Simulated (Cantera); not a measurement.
A closed system holds: 1 mol CuO, 35 mol H2, 0.045 mol H2O, equilibrated at 2223.15 K.

Cantera equilibrium calculation (NASA polynomials, part measured and part estimated; ideal gas, pure solids and liquids). Candidate condensed phases: Cu, CuO, Cu(OH)2, Cu2O, H2O; 12 gas species. The numbers say what is thermodynamically allowed, not how fast it happens.

log p: log10 of the partial pressure in bar; n: condensed amount in mol.

```tsv
P (Pa)	log p H2	log p H	log p H2O	log p Cu	log p OH	log p O	n Cu(l)
10	-4.30	-4.34	-5.74	-5.67	-6.62	-6.82	0
68	-3.30	-3.84	-4.78	-4.77	-6.16	-6.86	0
460	-2.40	-3.39	-3.90	-3.91	-5.73	-6.88	0
3200	?	?	?	?	?	-6.89	0
22000	-0.69	-2.54	-2.20	-2.22	-4.89	-6.90	0
150000	?	?	?	-1.56	?	-6.90	?
1000000	0.98	-1.70	-0.53	-1.56	-4.05	-6.90	0.901
```

Problem. Fill in the missing entries.

Solution. 
- 3200, log p H2: -1.54
- 3200, log p H: -2.96
- 3200, log p H2O: -3.04
- 3200, log p Cu: -3.06
- 3200, log p OH: -5.31
- 150000, log p H2: 0.15
- 150000, log p H: -2.12
- 150000, log p H2O: -1.36
- 150000, log p OH: -4.47
- 150000, n Cu(l): 0.330
